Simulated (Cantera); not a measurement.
## Transport properties of process gases

Gas mixture: 100 % C₂H₆, at 160 Pa, frozen composition.

Cantera's kinetic-theory transport with the Lennard-Jones parameters of GRI-Mech 3.0, ideal gas; thermal conductivity in the multicomponent form. The composition is frozen, though it would react at the higher temperatures.

```json
[
 {"T (K)": "400", "ρ (kg/m³)": "0.00145", "cp (J/kg/K)": "2167", "μ (µPa s)": "12.3", "λ (mW/m/K)": "35.5", "Pr": "0.752", "D (cm²/s) H": "893", "D (cm²/s) NH₃": "163", "D (cm²/s) N₂": "158"},
 {"T (K)": "650", "ρ (kg/m³)": "0.000890", "cp (J/kg/K)": "3147", "μ (µPa s)": "18.6", "λ (mW/m/K)": "77.7", "Pr": "0.753", "D (cm²/s) H": "2130", "D (cm²/s) NH₃": "412", "D (cm²/s) N₂": "372"},
 {"T (K)": "900", "ρ (kg/m³)": "0.000643", "cp (J/kg/K)": "3837", "μ (µPa s)": "23.8", "λ (mW/m/K)": "122", "Pr": "0.752", "D (cm²/s) H": "3740", "D (cm²/s) NH₃": "746", "D (cm²/s) N₂": "649"},
 {"T (K)": "1150", "ρ (kg/m³)": "0.000503", "cp (J/kg/K)": "4365", "μ (µPa s)": "28.4", "λ (mW/m/K)": "165", "Pr": "0.750", "D (cm²/s) H": "5670", "D (cm²/s) NH₃": "1150", "D (cm²/s) N₂": "981"},
 {"T (K)": "1400", "ρ (kg/m³)": "0.000413", "cp (J/kg/K)": "4736", "μ (µPa s)": "32.6", "λ (mW/m/K)": "206", "Pr": "0.748", "D (cm²/s) H": "7900", "D (cm²/s) NH₃": "1620", "D (cm²/s) N₂": "1360"},
 {"T (K)": "1650", "ρ (kg/m³)": "0.000351", "cp (J/kg/K)": "5004", "μ (µPa s)": "36.4", "λ (mW/m/K)": "244", "Pr": "0.747", "D (cm²/s) H": "10400", "D (cm²/s) NH₃": "2150", "D (cm²/s) N₂": "1790"}
]
```
D: mixture-averaged diffusion coefficient of that species in the mixture.
